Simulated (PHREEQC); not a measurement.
Solution (65 °C): 0.017 mol (NH4)2SiF6, 0.007 mol NH4F and 3.5e-06 mol H4SiO4 per kg of water. Closed to the air; pH follows from the charge balance.

Model: ion-association model, wateq4f.dat, run in PHREEQC.

```yaml
pH: 3.78
ionic_strength: 0.0571 mol/kgw
total_alkalinity: -68.0 meq/kg
```

| species | molality | activity | log γ |
|---|---|---|---|
| NH4+ | 0.0410 | 0.0328 | -0.097 |
| SiF6-2 | 0.0159 | 0.00670 | -0.377 |
| F- | 0.00914 | 0.00721 | -0.103 |
| HF | 0.00383 | 0.00388 | 0.006 |
| H4SiO4 | 0.00105 | 0.00107 | 0.006 |
| H+ | 0.000198 | 0.000166 | -0.077 |

Precipitation was switched off in this run. The solution is supersaturated, for example in Quartz (slow to form), Chalcedony (slow to form), so a real one may precipitate; this is no full list. At this temperature some constants are extrapolated from 25 °C, and those without enthalpy data are left unchanged. SiF6-2 is the database's only silicon fluoride.
